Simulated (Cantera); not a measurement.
An isothermal, constant-pressure homogeneous reactor starts with 41.5 % H2, 44.6 % O2, 13.8 % N2, at 1450 K and 0.0132 atm.

Model: the H2/O2 subset of GRI-Mech 3.0, which has no nitrogen chemistry, integrated in Cantera. Radical loss at walls, strong at low pressure, is not modelled. The temperature is held fixed by assumption; the heat of reaction is taken as removed at once.

x: mole fraction; the columns are a selection and need not sum to one.

```json
[
 {"t (s)": "3.00e-5", "x H2": "0.415", "x O2": "0.446", "x H2O2": "7.84e-10", "x HO2": "___", "x OH": "5.10e-8", "x H": "2.95e-7", "x O": "6.08e-8"},
 {"t (s)": "0.000133", "x H2": "0.415", "x O2": "0.446", "x H2O2": "1.42e-8", "x HO2": "___", "x OH": "2.26e-6", "x H": "1.05e-5", "x O": "2.79e-6"},
 {"t (s)": "0.000591", "x H2": "0.0556", "x O2": "0.263", "x H2O2": "2.62e-7", "x HO2": "3.68e-6", "x OH": "0.0267", "x H": "0.175", "x O": "0.0820"},
 {"t (s)": "0.00262", "x H2": "0.0438", "x O2": "0.258", "x H2O2": "2.63e-7", "x HO2": "3.86e-6", "x OH": "0.0255", "x H": "0.161", "x O": "0.0829"},
 {"t (s)": "0.0116", "x H2": "0.0360", "x O2": "0.272", "x H2O2": "3.30e-7", "x HO2": "4.66e-6", "x OH": "0.0237", "x H": "0.0978", "x O": "0.0571"},
 {"t (s)": "0.0516", "x H2": "0.00831", "x O2": "0.294", "x H2O2": "2.80e-7", "x HO2": "4.69e-6", "x OH": "0.0118", "x H": "0.00818", "x O": "0.0104"},
 {"t (s)": "0.229", "x H2": "0.000334", "x O2": "0.300", "x H2O2": "5.50e-8", "x HO2": "___", "x OH": "0.00239", "x H": "6.32e-5", "x O": "0.000405"},
 {"t (s)": "1.02", "x H2": "2.77e-5", "x O2": "0.301", "x H2O2": "1.08e-8", "x HO2": "1.39e-7", "x OH": "0.000690", "x H": "1.52e-6", "x O": "3.37e-5"},
 {"t (s)": "4.51", "x H2": "8.27e-6", "x O2": "0.301", "x H2O2": "5.23e-9", "x HO2": "1.36e-7", "x OH": "0.000378", "x H": "2.49e-7", "x O": "1.01e-5"},
 {"t (s)": "20.0", "x H2": "7.88e-6", "x O2": "0.301", "x H2O2": "5.11e-9", "x HO2": "1.37e-7", "x OH": "0.000369", "x H": "2.32e-7", "x O": "9.61e-6"}
]
```

### Question
What belongs in the gaps?

### Answer

- 3.00e-5, x HO2: 2.53e-7
- 0.000133, x HO2: 1.11e-6
- 0.229, x HO2: 7.11e-7
